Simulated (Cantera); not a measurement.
## Premixed flame

A freely propagating, adiabatic, planar premixed flame of 7.75 % CH₄, 17.4 % O₂, 65.5 % N₂, 9.30 % H₂O, unburnt at 425 K and 100.0 Torr; mixture-averaged transport, grid criteria slope 0.08 and curve 0.16, no radiation.

Computed with Cantera and GRI-Mech 3.0 (53 species, 325 reactions). Burning velocities carry a grid error of a few per cent, more on coarse grids.

| z (mm) | T (K) | u (m/s) | x CH₄ | x O₂ | x H₂O | x C₂H₄ | x HO₂ | x HCN |
|---|---|---|---|---|---|---|---|---|
| -8.26 | 425 | 0.759 | 0.0775 | 0.174 | 0.0930 | <1e-8 | 2.57e-8 | <1e-8 |
| -5.51 | 425 | 0.761 | 0.0774 | 0.174 | 0.0929 | 1.35e-8 | 3.72e-7 | <1e-8 |
| -4.13 | 428 | 0.766 | 0.0771 | 0.174 | 0.0931 | 1.29e-7 | 2.49e-6 | <1e-8 |
| -2.75 | 460 | 0.828 | 0.0749 | 0.171 | 0.0964 | 3.15e-6 | 2.89e-5 | <1e-8 |
| -1.38 | 781 | 1.42 | 0.0568 | 0.148 | 0.127 | 7.47e-5 | 5.80e-5 | 1.13e-7 |
| -0.688 | 1148 | 2.11 | 0.0328 | 0.114 | 0.163 | 0.000209 | 8.30e-5 | 3.52e-7 |
| 0 | 1496 | 2.77 | 0.00847 | 0.0718 | 0.199 | 0.000159 | 7.89e-5 | 7.66e-7 |
| 0.688 | 1632 | 3.02 | 0.000718 | 0.0470 | 0.216 | 1.01e-5 | 1.19e-5 | 6.79e-7 |
| 1.38 | 1665 | 3.08 | 3.25e-5 | 0.0384 | 0.219 | 1.73e-7 | 3.34e-6 | 3.04e-7 |
| 2.75 | 1698 | 3.12 | 7.72e-8 | 0.0338 | 0.218 | <1e-8 | 2.55e-6 | 4.71e-8 |
| 5.51 | 1741 | 3.18 | <1e-8 | 0.0314 | 0.220 | <1e-8 | 2.19e-6 | <1e-8 |
| 11.0 | 1796 | 3.27 | <1e-8 | 0.0294 | 0.224 | <1e-8 | 1.79e-6 | <1e-8 |
| 22.0 | 1860 | 3.38 | <1e-8 | 0.0272 | 0.229 | <1e-8 | 1.34e-6 | <1e-8 |
x: mole fraction of selected species; z is measured from the peak of heat release.

The laminar burning velocity is 75.9 cm/s and the thermal thickness comes out as 2.75 mm. The peak x(C₂H₄) is 0.000243 and the peak x(HO₂) is 0.000103. The peak x(HCN) is 8.31e-7 and the grid points is 153.
